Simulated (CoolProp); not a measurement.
The numbers come from the reference Helmholtz-energy equation of state, Thol 2017 in CoolProp.

Task: Give the vapour pressure (bar), liquid density (kg/m³), vapour density (kg/m³), enthalpy of vaporisation (kJ/kg) of saturated octamethyltrisiloxane (MDM) at 341.4 K.

Result: 
| T (K) | p (bar) | liquid density (kg/m³) | vapour density (kg/m³) | enthalpy of vaporisation (kJ/kg) |
|---|---|---|---|---|
| 341.4 | 0.0540 | 771 | 0.454 | 187 |
